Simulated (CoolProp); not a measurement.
Vapour-liquid equilibrium of ethylbenzene (1) + n-nonane (2) at 0.264 bar; x and y are mole fractions of (1).

The numbers come from the multi-fluid Helmholtz-energy mixture model, Zhou 2012 and Lemmon 2006; pair parameters Bell 2016 in CoolProp.

### Question
Give the bubble temperature and the first vapour's composition at x = 0.275, 0.35, 0.95. Is there an azeotrope?

### Answer
x = 0.275: 100.2 °C, y = 0.410; x = 0.35: 98.8 °C, y = 0.490; x = 0.95: 92.6 °C, y = 0.959. No azeotrope shows between x = 0.05 and 0.95.

The pair parameters rest on a limited set of measurements; away from them the model extrapolates.
